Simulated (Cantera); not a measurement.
**Aluminium nitride and oxide growth: Al + HCl + N2**

Feed: 1 mol Al, 1.9 mol HCl, 140 mol N2, held at 0.00490 bar.

Equilibrium computed with Cantera from the NASA thermochemical tables; the gas is ideal and each condensed phase is pure. Candidate condensed phases: Al, AlCl3, AlN, NH4Cl; 20 gas species. The tables' values for AlCl2 are old estimates; treat these amounts as uncertain. The numbers say what is thermodynamically allowed, not how fast it happens.

At 1450 K the condensed part is AlN(s). From 1525 K to 2200 K nothing is condensed. The main Al-bearing gas is AlCl throughout.

```
T (K)   x N2   x AlCl    x HCl     x H2       x H      x Cl   x AlCl3  n AlN(s)
-----  -----  -------  -------  -------  --------  --------  --------  --------
1450   0.986  0.00252  0.00340  0.00499   9.55e-6   5.30e-6   0.00200     0.255
1525   0.985  0.00513  0.00339  0.00498   2.38e-5   1.30e-5   0.00103         0
1600   0.984  0.00565  0.00432  0.00449   5.21e-5   3.95e-5  0.000594         0
1675   0.984  0.00608  0.00498  0.00413  0.000107  0.000100  0.000300         0
1750   0.983  0.00638  0.00533  0.00390  0.000208  0.000219  0.000137         0
1825   0.983  0.00659  0.00542  0.00377  0.000386  0.000423   5.92e-5         0
1900   0.983  0.00672  0.00528  0.00369  0.000688  0.000743   2.47e-5         0
1975   0.982  0.00679  0.00494  0.00361   0.00117   0.00120   1.01e-5         0
2050   0.981  0.00682  0.00443  0.00349   0.00191   0.00180   4.03e-6         0
2125   0.980  0.00679  0.00380  0.00327   0.00297   0.00253   1.59e-6         0
2200   0.979  0.00669  0.00311  0.00292   0.00435   0.00337   6.22e-7         0
```
x: gas mole fraction; n: condensed amount in mol.
